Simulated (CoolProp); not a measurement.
The fluid at 425.16 K and 0.116 MPa (gas) is heated at constant pressure to 576 K. The same conditions are run with several fluids, on thermodynamics alone (safety and materials aside).

The numbers come from the reference Helmholtz-energy equation of state of each fluid (sulfur hexafluoride: Guder 2009; n-heptane: Span 2003; ammonia: Gao 2020) in CoolProp.

**Question.** Rank sulfur hexafluoride, n-heptane, ammonia by heat (kJ/kg), highest first.

**Answer.** n-heptane (382), ammonia (372), sulfur hexafluoride (132)

```csv
fluid,final density (kg/m³)
sulfur hexafluoride,3.54
n-heptane,2.46
ammonia,0.413
```
